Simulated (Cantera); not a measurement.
Input: 1 mol CuO, a varied amount of NF3, 0.46 mol O2, held at 1875 K and 15.0 mbar.

These are equilibrium values from Cantera (NASA tables, ideal gas, pure condensed phases), not measurements of a reactor. Candidate condensed phases: Cu, CuF2, CuO, Cu2O; 22 gas species. The numbers say what is thermodynamically allowed, not how fast it happens.

Question: At 3.3 mol NF3, list the 4 most abundant gas species with their mole fractions, and the condensed phases.

Answer: F 0.689, N2 0.141, O2 0.0816, CuF2 0.0769. Condensed: gas only.
